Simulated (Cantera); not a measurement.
A freely propagating, adiabatic, planar premixed flame of CH4 : H2 : O2 : N2 = 1 : 0.47 : 2.28 : 8.58 (molar parts), unburnt at 475 K and 0.987 atm; mixture-averaged transport, grid criteria slope 0.08 and curve 0.16, no radiation.

Computed with Cantera and GRI-Mech 3.0 (53 species, 325 reactions). Burning velocities carry a grid error of a few per cent, more on coarse grids.

Task: Predict: laminar burning velocity; thermal thickness; peak x(HO2); peak x(CH2CO).

Result: laminar burning velocity: 106 cm/s
thermal thickness: 0.330 mm
peak x(HO2): 0.000182
peak x(CH2CO): 7.32e-5
